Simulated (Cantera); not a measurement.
A Cantera script and its output.

```python
import numpy as np
import cantera as ct

gas = ct.Solution("gri30.yaml")
gas.TPX = 1375, 1000000, {'CH4': 1, 'H2O': 1.6}
inlet = ct.Reservoir(gas, clone=True)

reactor = ct.IdealGasConstPressureReactor(gas, energy="off", clone=False)
exhaust = ct.Reservoir(gas, clone=True)
tau = [6.5, 2.2, 0.74, 0.25, 0.085, 0.029, 0.0097][0]
for a, b in ((inlet, reactor), (reactor, exhaust)):
    ct.MassFlowController(a, b, mdot=lambda t: reactor.mass / tau)
net = ct.ReactorNet([reactor])
show = ['CH4', 'H2O', 'C2H4', 'C2H6', 'OH', 'H2O2']

rows = []
print(f"{'tau/s':>10s}{'T/K':>9s}" + "".join(f"{s:>11s}" for s in show))
for tau in [6.5, 2.2, 0.74, 0.25, 0.085, 0.029, 0.0097]:
    net.initial_time = 0.0
    net.advance(30 * tau)
    before = gas.X
    net.advance(40 * tau)
    drift = np.max(np.abs(gas.X - before) / (gas.X + 1e-9))
    rows.append([gas.T, *gas[show].X, drift])
    print(f"{tau:10.3e}{gas.T:9.1f}" + "".join(f"{x:11.3e}" for x in gas[show].X))
```

Output:

```
     tau/s      T/K        CH4        H2O       C2H4       C2H6         OH       H2O2
 6.500e+00   1375.0  2.646e-01  5.359e-01  2.120e-02  7.835e-04  2.560e-08  4.945e-14
 2.200e+00   1375.0  2.736e-01  5.622e-01  2.174e-02  7.078e-04  2.586e-08  5.050e-14
 7.400e-01   1375.0  3.063e-01  5.839e-01  1.416e-02  5.136e-04  2.290e-08  3.958e-14
 2.500e-01   1375.0  3.473e-01  6.012e-01  5.849e-03  5.215e-04  2.214e-08  3.701e-14
 8.500e-02   1375.0  3.703e-01  6.106e-01  2.695e-03  6.171e-04  2.283e-08  3.936e-14
 2.900e-02   1375.0  3.798e-01  6.142e-01  1.099e-03  5.795e-04  2.224e-08  3.733e-14
 9.700e-03   1375.0  3.831e-01  6.152e-01  2.651e-04  3.847e-04  1.984e-08  2.972e-14
```

Cantera simulation using GRI-Mech 3.0 (53 species, 325 reactions); the numbers are that mechanism's predictions, not measurements.
